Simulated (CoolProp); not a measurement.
Saturation properties of CHF3 (R23).

Model: reference Helmholtz-energy equation of state, Penoncello 2003, in CoolProp.

```csv
T (K),p (bar),surface tension (mN/m),liquid conductivity (mW/(m K))
185.9,0.7414,17.8,140
189,0.8943,17.3,137
192.1,…,16.7,134
195.2,1.275,16.1,131
198.2,1.499,15.5,129
201.3,…,14.9,…
204.4,2.062,14.4,124
207.5,2.398,13.8,122
210.6,2.775,…,119
213.7,3.197,12.6,117
216.8,…,12.1,115
219.9,4.186,11.5,113
223,4.760,11.0,111
226,5.371,10.4,109
```

Question: Complete the blanks.

Answer: 
- 192.1, p (bar): 1.071
- 201.3, p (bar): 1.763
- 201.3, liquid conductivity (mW/(m K)): 127
- 210.6, surface tension (mN/m): 13.2
- 216.8, p (bar): 3.666

It boils at 191.1 K under 1 atm.

Thermal conductivity comes from a separate model (Shan 2000). Surface tension comes from a separate correlation (Mulero 2012).
